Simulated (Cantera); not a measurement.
Feed: 1 mol Si(CH3)4, 0.22 mol C2H4, 1100 mol H2, held at 30.0 mbar.

Cantera equilibrium calculation (NASA polynomials, part measured and part estimated; ideal gas, pure solids and liquids). Candidate condensed phases: C, C6H6, C7H8, C8H18, Si, SiC; 87 gas species. Rates play no part. All values below are at 1423 K.

Base state: H2 1.000, CH4 0.000114, H 3.83e-5 (mole fractions); condensed: C(graphite) + SiC(s).

Task: What changes in the equilibrium state with this change: Si(CH3)4 replaced by (CH3)2SiCl2?

Result: 
| species | before | after |
|---|---|---|
| H2 | 1.000 | 0.998 |
| HCl | 0 | 0.00181 |
| CH4 | 0.000114 | 0.000114 |
| H | 3.83e-5 | 3.83e-5 |
| C(graphite), mol | 3.31 | 1.31 |
| SiC(s), mol | 1.000 | 1.000 |
The feed counts by its element totals alone.
